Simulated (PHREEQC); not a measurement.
Consider water at 25 °C with 8.6 mmol/kgw NaHSO4, 1.5 mmol/kgw (CH3)4NCl and 0.34 mmol/kgw LiOH. It is in equilibrium with CO2 at log p = -1 (atm). Otherwise closed; pH follows from the charge balance.

All values are PHREEQC results (ion-association model, phreeqc.dat), not measurements.

| quantity | before | after |
|---|---|---|
| pH | 2.27 | 2.51 |
| ionic strength (mol/kgw) | 0.0227 | 0.0120 |
| HCO3- (mol/kgw) | 3.22e-7 | 5.50e-7 |

**Question.** Which change was made?
A) diluted 100-fold with water
B) NaHSO4 from 0.0086 to 0.043 mol/kgw
C) NaHSO4 left out
D) (CH3)4NCl from 0.0015 to 0.00075 mol/kgw
E) diluted 2-fold with water

**Answer.** E, diluted 2-fold with water

This is a speciation only: nothing precipitates in the calculation. (CH3)4N+ isn't in the database: it is added as a free cation with an ion size of 4 Å.
